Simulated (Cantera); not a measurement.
Gas-phase reforming

An isothermal, constant-pressure homogeneous reactor starts with 29.6 % CH4, 56.2 % H2O, 14.2 % H2, at 2048 K and 4.74 atm.

Detailed kinetics in Cantera: GRI-Mech 3.0 (53 species, 325 reactions).

| t (s) | x CH4 | x H2O | x H2 | x CH2O | x CH2CO | x OH |
|---|---|---|---|---|---|---|
| 0.000900 | 0.0224 | 0.353 | 0.495 | 6.77e-6 | 8.94e-5 | 5.76e-5 |
| 0.00228 | 0.0169 | 0.287 | 0.548 | 3.58e-6 | 4.80e-5 | 4.42e-5 |
| 0.00580 | 0.0109 | 0.221 | 0.601 | 1.62e-6 | 1.77e-5 | 3.22e-5 |
| 0.0147 | 0.00488 | 0.176 | 0.639 | 6.68e-7 | 3.70e-6 | 2.47e-5 |
| 0.0374 | 0.000761 | 0.160 | 0.654 | 2.86e-7 | 1.89e-7 | 2.20e-5 |
| 0.0949 | 2.42e-6 | 0.158 | 0.655 | 2.26e-7 | 3.05e-10 | 2.19e-5 |
| 0.241 | 2.26e-7 | 0.158 | 0.655 | 2.25e-7 | 2.85e-11 | 2.19e-5 |
| 0.611 | 2.26e-7 | 0.158 | 0.655 | 2.25e-7 | 2.85e-11 | 2.19e-5 |
| 1.55 | 2.26e-7 | 0.158 | 0.655 | 2.25e-7 | 2.85e-11 | 2.19e-5 |
| 3.94 | 2.26e-7 | 0.158 | 0.655 | 2.25e-7 | 2.85e-11 | 2.19e-5 |
| 10.0 | 2.26e-7 | 0.158 | 0.655 | 2.25e-7 | 2.85e-11 | 2.19e-5 |
x: mole fraction; the columns are a selection and need not sum to one.

Equilibrium at this temperature and pressure: CH4 2.60e-7, H2O 0.158, H2 0.655, CH2O 2.25e-7, CH2CO 3.28e-11, OH 2.19e-5 (gas phase only).
